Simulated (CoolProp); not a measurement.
Saturation properties of CH2F2 (R32).

Values from CoolProp's reference Helmholtz-energy equation of state, Tillner-Roth 1997.

```csv
T (K),p (bar),vapour density (kg/m³),liquid cp (kJ/(kg K)),surface tension (mN/m),vapour viscosity (µPa s)
228.6,1.437,4.150,1.599,19.3,10.2
232.1,1.691,4.841,1.606,18.6,10.4
235.7,1.989,5.644,1.613,17.9,10.5
239.2,2.316,6.522,1.621,17.2,10.7
242.8,2.695,7.534,[?],16.5,10.9
246.3,3.108,8.635,1.640,15.9,11.0
249.8,3.569,9.859,1.650,15.2,11.2
253.4,4.096,[?],1.662,14.5,11.4
256.9,4.664,12.77,1.674,13.9,11.5
260.5,5.309,14.49,1.687,13.2,11.7
264,[?],16.33,1.702,[?],11.9
```

What belongs in the gaps?


- 242.8, liquid cp (kJ/(kg K)): 1.630
- 253.4, vapour density (kg/m³): 11.26
- 264, p (bar): 6.000
- 264, surface tension (mN/m): 12.6

It boils at 221.5 K under 1 atm.

Viscosity comes from a separate model (Bell 2016), an estimate that may be off by 10 % or more. Surface tension comes from a separate correlation (Mulero 2012).
